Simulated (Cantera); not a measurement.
Charge: 1 mol PbO, 0.59 mol H2, held at 1250 K.

These are equilibrium values from Cantera (NASA tables, ideal gas, pure condensed phases), not measurements of a reactor. Candidate condensed phases: H2O, Pb, PbO, PbO2, Pb3O4; 12 gas species. Each liquid is taken as pure. Mutual solubility and eutectic melting of coexisting phases are not modelled. Gases not in the tables: (PbO)n polymers. Kinetics and transport are ignored.

x: gas mole fraction; n: condensed amount in mol.

```json
[
 {"P (Pa)": "10", "x H2O": "0.370", "x Pb": "0.374", "x PbO": "0.253", "x O2": "0.00195", "x H2": "2.89e-5", "x OH": "3.43e-5", "x Pb2": "…", "n PbO(l)": "0", "n Pb(l)": "0"},
 {"P (Pa)": "100", "x H2O": "0.408", "x Pb": "0.409", "x PbO": "0.183", "x O2": "8.52e-5", "x H2": "4.83e-5", "x OH": "9.27e-6", "x Pb2": "7.59e-6", "n PbO(l)": "0.146", "n Pb(l)": "0"},
 {"P (Pa)": "1000", "x H2O": "0.848", "x Pb": "0.134", "x PbO": "0.0183", "x O2": "7.95e-7", "x H2": "0.000328", "x OH": "2.33e-6", "x Pb2": "8.12e-6", "n PbO(l)": "0.398", "n Pb(l)": "0.497"},
 {"P (Pa)": "10000", "x H2O": "0.984", "x Pb": "0.0134", "x PbO": "0.00183", "x O2": "7.95e-8", "x H2": "0.000381", "x OH": "7.96e-7", "x Pb2": "…", "n PbO(l)": "0.409", "n Pb(l)": "0.582"},
 {"P (Pa)": "100000", "x H2O": "0.998", "x Pb": "0.00134", "x PbO": "0.000183", "x O2": "7.95e-9", "x H2": "0.000386", "x OH": "2.53e-7", "x Pb2": "…", "n PbO(l)": "0.410", "n Pb(l)": "0.589"},
 {"P (Pa)": "1000000", "x H2O": "0.999", "x Pb": "0.000134", "x PbO": "1.83e-5", "x O2": "7.95e-10", "x H2": "0.000387", "x OH": "8.02e-8", "x Pb2": "…", "n PbO(l)": "0.410", "n Pb(l)": "0.590"}
]
```

### Question
Some entries are withheld; supply them.

### Answer

- 10, x Pb2: 6.36e-7
- 10000, x Pb2: 8.12e-7
- 100000, x Pb2: 8.12e-8
- 1000000, x Pb2: 8.12e-9
